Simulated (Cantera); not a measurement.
Feed: 1 mol SiC, 0.0025 mol H2O, 1.6 mol N2, at 1400 K and 13.3 mbar.

Method: chemical equilibrium by Gibbs-energy minimisation in Cantera with the NASA 1993 tables (ideal gas, pure condensed phases). N2 is the only nitrogen source here; it is nearly inert below about 1500 K, so the nitride shown seldom forms there in practice. Mutual solubility and eutectic melting of coexisting phases are not modelled. The numbers say what is thermodynamically allowed, not how fast it happens.

```json
[
 {"species": "N2", "before": "0.998", "after": "0.999"},
 {"species": "H2", "before": "0.00155", "after": "0.000742"},
 {"species": "CO", "before": "0.000344", "after": "0.000343"},
 {"species": "HCN", "before": "1.95e-5", "after": "1.35e-5"},
 {"species": "C(graphite), mol", "before": "0.00332", "after": "0.000729"},
 {"species": "SiC(s), mol", "before": "0.996", "after": "0.999"},
 {"species": "Si2N2O(s), mol", "before": "0.00195", "after": "0.000650"}
]
```
Gas species are given as mole fractions.

Name the change that produced these shifts.
A. 0.017 mol CH4 added
B. pressure from 13.3 mbar to 93.0 mbar
C. pressure from 13.3 mbar to 14.0 Pa
D. H2O from 0.0025 to 0.0012 mol

D, H2O from 0.0025 to 0.0012 mol
